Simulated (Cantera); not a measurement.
Standard-state values (1 bar) from the NASA 1993 polynomials, evaluated with Cantera. Values are per mole of reaction as written; species without (g) are pure solids or liquids, kept so even where they would boil at 1 bar.

10 H₂O(g) + 2 P₂(g) ⇌ P₄O₁₀ + 10 H₂(g), with ΔH° = -878.9 kJ and ΔS° = -788.3 J/K at 300 K.

Q: How far is the shortcut ΔG° ≈ ΔH°(300 K) − T·ΔS°(300 K) from the full temperature-dependent value at 375, 400, 425, 450, 475, 500, 525, 550, 575 K?

A: 
```
T (K)  shortcut (kJ)  full (kJ)  difference (kJ)  difference in log10 K
-----  -------------  ---------  ---------------  ---------------------
375           -583.2     -584.2              1.0                  -0.14
400           -563.5     -565.3              1.7                  -0.23
425           -543.8     -546.6              2.7                  -0.34
450           -524.1     -528.1              3.9                  -0.46
475           -504.4     -509.8              5.4                  -0.59
500           -484.7     -491.7              7.0                  -0.73
525           -465.0     -473.9              8.9                  -0.88
550           -445.3     -456.3             11.0                  -1.04
575           -425.6     -438.8             13.3                  -1.20
```
The shortcut ignores the heat-capacity change of the reaction.
